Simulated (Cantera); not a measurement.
A Cantera script and what it prints.

```python
import numpy as np
import cantera as ct

gas_names = """
    F FO FO2 F2 F2O N NF NF2 NF3 NO NO2 NO3 N2 N2O O O2 O3 Si SiF SiF2 SiF3 SiF4 SiN SiO SiO2 Si2 Si2N
    Si3
""".split()
cond_names = """
    Si(cr) Si(L) SiO2(Lqz) SiO2(hqz) SiO2(L) Si2N2O(s) Si3N4(a)
""".split()


# ... load() reads the species with a 1 bar reference pressure and builds the phases ...
atoms = {
    'SiF4': {'Si': 1, 'F': 4},
    'NO': {'N': 1, 'O': 1},
    'N2': {'N': 2},
}
top_T = {'Si2N2O(s)': 2100, 'Si3N4(a)': 2400}  # K; cautious upper limits of use, not melting points


# ... equilibrate(T, P, feed) seeds the gas with the atoms and calls Mixture.equilibrate('TP', solver="vcs", rtol=1e-11, max_steps=5000) ...
results = []
feed = {'SiF4': 1, 'NO': 0.45, 'N2': 2}  # mol
T = 823  # K
P = 57000  # Pa
mix = equilibrate(T, P, feed)
results.append((T, P, feed, dict(zip(mix.species_names, mix.species_moles))))
x = sorted(zip(gas.X, gas.species_names), reverse=True)
print(f"T = {T:g} K  P = {P:g} Pa  gas = {mix.phase_moles(0):.4g} mol")
print("   x: " + "  ".join(f"{s} {v:.3e}" for v, s in x if v > 1e-05))
print("   condensed (mol): " + ("  ".join(f"{mix.phase(i).name} {mix.phase_moles(i):.4g}"
      for i in range(1, mix.n_phases) if mix.phase_moles(i) > 1e-12) or "none"))
```

It prints:

```
T = 823 K  P = 57000 Pa  gas = 3.45 mol
   x: N2 6.449e-01  SiF4 2.899e-01  O2 6.522e-02
   condensed (mol): none
```

Equilibrium computed with Cantera from the NASA thermochemical tables; the gas is ideal and each condensed phase is pure.
